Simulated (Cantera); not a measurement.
Feed: 1 mol MgO, 0.59 mol I2, held at 1225 K and 0.133 bar.

Cantera equilibrium calculation (NASA polynomials, part measured and part estimated; ideal gas, pure solids and liquids). Candidate condensed phases: I2, Mg, MgI2, MgO; 10 gas species. Equilibrium is a limit: real reactors are often held back by kinetics, nucleation or transport.

Base state: I 0.556, I2 0.444 (mole fractions); condensed: MgO(s).

Problem. What changes in the equilibrium state with this change: temperature from 1225 K to 1050 K?

Solution. 
```json
[
 {"species": "I2", "before": "0.444", "after": "0.790"},
 {"species": "I", "before": "0.556", "after": "0.210"},
 {"species": "MgO(s), mol", "before": "1.000", "after": "1.00"}
]
```
